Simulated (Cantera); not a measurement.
A perfectly stirred reactor is fed with 6.87 % CH4, 19.6 % O2, 73.5 % N2, equivalence ratio 0.70, at 400000 Pa; it is adiabatic with a 675 K inlet, and is followed from long to short residence time, starting on the burning branch (τ in s: 0.17, 0.058, 0.02, 0.0066, 0.0022, 0.00074, 0.00025, 8.4e-05, 2.8e-05, 9.5e-06, 3.2e-06).

Detailed kinetics in Cantera: GRI-Mech 3.0 (53 species, 325 reactions).

x: mole fraction; the columns are a selection and need not sum to one.

```
τ (s)    T (K)     x CH4    x O2      x NO   x CO2   x CH2CO
-------  -----  --------  ------  --------  ------  --------
0.17      2124   8.17e-7  0.0579   0.00172  0.0681  2.36e-11
0.058     2125   2.30e-6  0.0583  0.000803  0.0680  8.94e-11
0.020     2124   6.15e-6  0.0586  0.000357  0.0678  4.00e-10
0.0066    2119   1.57e-5  0.0588  0.000171  0.0674   2.04e-9
0.0022    2106   3.58e-5  0.0592   9.98e-5  0.0664   9.20e-9
0.00074   2081   7.64e-5  0.0600   6.58e-5  0.0644   3.49e-8
0.00025   2038  0.000166  0.0617   4.39e-5  0.0607   1.20e-7
8.4e-5    1966  0.000401  0.0652   2.74e-5  0.0540   4.38e-7
2.8e-5    1831       [?]     [?]       [?]     [?]       [?]
9.5e-6     675    0.0687   0.196    <1e-12  <1e-12    <1e-12
3.2e-6     675    0.0687   0.196    <1e-12  <1e-12    <1e-12
```

Problem. Complete the blanks.

Solution. 
- 2.8e-5, x CH4: 0.00151
- 2.8e-5, x O2: 0.0753
- 2.8e-5, x NO: 1.07e-5
- 2.8e-5, x CO2: 0.0394
- 2.8e-5, x CH2CO: 3.29e-6
